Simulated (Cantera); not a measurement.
## Stirred combustor or abatement burner

A perfectly stirred reactor is fed with CH₄ : O₂ : N₂ : CO₂ = 1 : 4.26 : 16 : 1.7 (molar parts), at 1.78 atm; it is adiabatic with a 723 K inlet, and is followed from long to short residence time, starting on the burning branch (τ in s: 0.039, 0.017, 0.0071, 0.003, 0.0013, 0.00056, 0.00024, 0.0001, 4.4e-05, 1.9e-05, 8.1e-06).

Detailed kinetics in Cantera: GRI-Mech 3.0 (53 species, 325 reactions).

| τ (s) | T (K) | x CH₄ | x O₂ | x CO₂ | x NO | x C₂H₂ | x H₂O | x H₂O₂ |
|---|---|---|---|---|---|---|---|---|
| 0.039 | 1653 | 2.31e-5 | 0.0985 | 0.117 | 3.86e-6 | 3.16e-9 | 0.0866 | 1.20e-7 |
| 0.017 | 1649 | 3.97e-5 | 0.0986 | 0.117 | 3.56e-6 | 4.85e-9 | 0.0865 | 1.73e-7 |
| 0.0071 | 1641 | 7.06e-5 | 0.0989 | 0.116 | 2.99e-6 | 7.12e-9 | 0.0862 | 2.53e-7 |
| 0.0030 | 1628 | 0.000127 | 0.0995 | 0.114 | 2.31e-6 | 1.01e-8 | 0.0857 | 3.65e-7 |
| 0.0013 | 1606 | 0.000235 | 0.101 | 0.112 | 1.70e-6 | 1.50e-8 | 0.0850 | 5.24e-7 |
| 0.00056 | 1568 | 0.000490 | 0.103 | 0.108 | 1.14e-6 | 2.88e-8 | 0.0838 | 7.78e-7 |
| 0.00024 | 723 | 0.0436 | 0.186 | 0.0740 | <1e-12 | <1e-12 | <1e-12 | <1e-12 |
| 0.00010 | 723 | 0.0436 | 0.186 | 0.0740 | <1e-12 | <1e-12 | <1e-12 | <1e-12 |
| 4.4e-5 | 723 | 0.0436 | 0.186 | 0.0740 | <1e-12 | <1e-12 | <1e-12 | <1e-12 |
| 1.9e-5 | 723 | 0.0436 | 0.186 | 0.0740 | <1e-12 | <1e-12 | <1e-12 | <1e-12 |
| 8.1e-6 | 723 | 0.0436 | 0.186 | 0.0740 | <1e-12 | <1e-12 | <1e-12 | <1e-12 |
x: mole fraction; the columns are a selection and need not sum to one.
